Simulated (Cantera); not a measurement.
Abatement and gas-phase synthesis: SO2 + H2 + N2 + H2O

Input: 1 mol SO2, 0.038 mol H2, 0.67 mol N2, 6.9 mol H2O, equilibrated at 2900 K and 0.133 bar.

These are equilibrium values from Cantera (NASA tables, ideal gas, pure condensed phases), not measurements of a reactor. Candidate condensed phases: H2O, H2SO4, S; 35 gas species. Kinetics and transport are ignored.

| Item | Result |
|---|---|
| x(H2O) | 0.382 |
| x(H2) | 0.137 |
| x(H) | 0.116 |
| x(OH) | 0.0997 |
| x(SO2) | 0.0593 |
| x(O2) | 0.0587 |
| x(N2) | 0.0575 |
| x(O) | 0.0527 |
| x(SO) | 0.0276 |
| gas amount | 11.07 mol |
| log10 activity of S(l) (absent) | -4.56 |
